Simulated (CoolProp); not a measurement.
The numbers come from the reference Helmholtz-energy equation of state, Akasaka 2022 in CoolProp.

### Question
Give the vapour pressure (bar), liquid density (kg/m³), vapour density (kg/m³), enthalpy of vaporisation (kJ/kg) of saturated R1233zd(E) at 76.65, 83.85, 98.25 °C.

### Answer
```csv
T (°C),p (bar),liquid density (kg/m³),vapour density (kg/m³),enthalpy of vaporisation (kJ/kg)
76.65,6.06,1130,31.9,161
83.85,7.23,1100,38.2,156
98.25,10.0,1060,54.0,144
```
